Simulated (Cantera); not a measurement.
A closed system holds: 1 mol Si, 1.1 mol N2O, 16 mol N2, 0.0014 mol O2, held at 2.40 Pa.

Equilibrium computed with Cantera from the NASA thermochemical tables; the gas is ideal and each condensed phase is pure. Candidate condensed phases: Si, SiO2, Si2N2O, Si3N4; 16 gas species. The tables hold silica as quartz up to 1696 K and as liquid above; real silica turns to tridymite and cristobalite and melts near 1996 K. Rates play no part. All values below are at 1500 K.

Base state: N2 0.950, SiO 0.0499 (mole fractions); condensed: SiO2(β-quartz).

Task: What changes in the equilibrium state with this change: 0.52 mol Cl2 added?

Result: 
```json
[
 {"species": "N2", "before": "0.950", "after": "0.910"},
 {"species": "Cl", "before": "0", "after": "0.0465"},
 {"species": "SiO", "before": "0.0499", "after": "0.0402"},
 {"species": "SiCl2", "before": "0", "after": "0.00286"},
 {"species": "SiCl3", "before": "0", "after": "0.000561"},
 {"species": "SiCl4", "before": "0", "after": "0.000349"},
 {"species": "Cl2", "before": "0", "after": "1.52e-5"},
 {"species": "SiO2(β-quartz), mol", "before": "0.103", "after": "0.174"}
]
```
The tables' values for SiCl3 are old estimates; treat these amounts as uncertain.
